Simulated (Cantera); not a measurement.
What does this Cantera script print?

```python
import numpy as np
import cantera as ct

gas_names = """
    H HNO HNO2 HNO3 HO2 H2 H2O H2O2 N NH NH2 NH3 NH2OH NO NO2 NO3 N2 N2H2 N2H4 N2O O OH O2 O3 Si SiH
    SiH2 SiH3 SiH4 SiN SiO SiO2 Si2 Si2N Si3
""".split()
cond_names = """
    H2O(s) H2O(L) Si(cr) Si(L) SiO2(Lqz) SiO2(hqz) SiO2(L) Si2N2O(s) Si3N4(a)
""".split()


# ... load() reads the species with a 1 bar reference pressure and builds the phases ...
atoms = {
    'Si3N4': {'Si': 3, 'N': 4},
    'H2O': {'H': 2, 'O': 1},
    'N2': {'N': 2},
}
top_T = {'Si2N2O(s)': 2100, 'Si3N4(a)': 2400}  # K; cautious upper limits of use, not melting points


# ... equilibrate(T, P, feed) seeds the gas with the atoms and calls Mixture.equilibrate('TP', solver="vcs", rtol=1e-11, max_steps=5000) ...
results = []
feed = {'Si3N4': 1, 'H2O': 0.047, 'N2': 130}  # mol
T = 2025  # K
P = 0.85  # Pa
mix = equilibrate(T, P, feed)
results.append((T, P, feed, dict(zip(mix.species_names, mix.species_moles))))
x = sorted(zip(gas.X, gas.species_names), reverse=True)
print(f"T = {T:g} K  P = {P:g} Pa  gas = {mix.phase_moles(0):.4g} mol")
print("   x: " + "  ".join(f"{s} {v:.3e}" for v, s in x if v > 0.0001))
print("   condensed (mol): " + ("  ".join(f"{mix.phase(i).name} {mix.phase_moles(i):.4g}"
      for i in range(1, mix.n_phases) if mix.phase_moles(i) > 1e-12) or "none"))
```

Output:

```
T = 2025 K  P = 0.85 Pa  gas = 135.1 mol
   x: N2 9.771e-01  Si 2.184e-02  H 6.936e-04  SiO 3.479e-04
   condensed (mol): none
```

Cantera equilibrium calculation (NASA polynomials, part measured and part estimated; ideal gas, pure solids and liquids). The tables' values for SiN are old estimates; treat these amounts as uncertain.
